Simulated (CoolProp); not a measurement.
Methanol along the isotherm 620 K: density (kg/m³) from the reference equation and from simpler models built on Tc = 513.4 K, pc = 82.16 bar, ω = 0.565; each cubic takes its own stable root.

The numbers come from the reference Helmholtz-energy equation of state, de Reuck 1993 in CoolProp.

```tsv
p (bar)	phase	reference
0.39	gas	0.2426
0.8	gas	0.4981
1.64	gas	1.023
3.37	gas	2.109
6.93	gas	4.369
14.2	gas	9.091
29.2	gas	19.34
60	gas	42.80
123	supercritical	103.3
```

Problem. How far does each simpler model (van der Waals, Redlich-Kwong, Soave-Redlich-Kwong, Peng-Robinson) lie from the reference over these 9 states: mean and median of the absolute difference, and the worst?

Solution. 
- van der Waals: mean 2.1 %, median 0.2 %, worst +14.8 % at 620 K and 123 bar
- Redlich-Kwong: mean 1.5 %, median 0.3 %, worst +8.7 % at 620 K and 123 bar
- Soave-Redlich-Kwong: mean 1.1 %, median 0.1 %, worst -5.9 % at 620 K and 123 bar
- Peng-Robinson: mean 0.3 %, median 0.1 %, worst -1.7 % at 620 K and 123 bar
